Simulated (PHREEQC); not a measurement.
A solution holds 6.1 mmol/kgw Na2S, 53 mmol/kgw NaHCO3 and 0.87 mmol/kgw ZnCl2, at 20 °C. Closed to the air; pH follows from the charge balance.

Equilibrium calculation in PHREEQC: ion-association model, phreeqc.dat.

No solid was allowed to form.

Problem. Order these C species by the share of C that they hold, largest first: CO3-2, HCO3-, NaCO3-, NaHCO3, CO2.

Solution. HCO3- (86 %), CO3-2 (8.4 %), NaCO3- (3.3 %), NaHCO3 (2.0 %), CO2 (0.13 %)

The pH is 9.09 and the ionic strength 0.0668 mol/kgw. The solution is supersaturated, for example in Sphalerite (slow to form), so a real one may precipitate; this is no full list. Species that the database lacks are ignored.
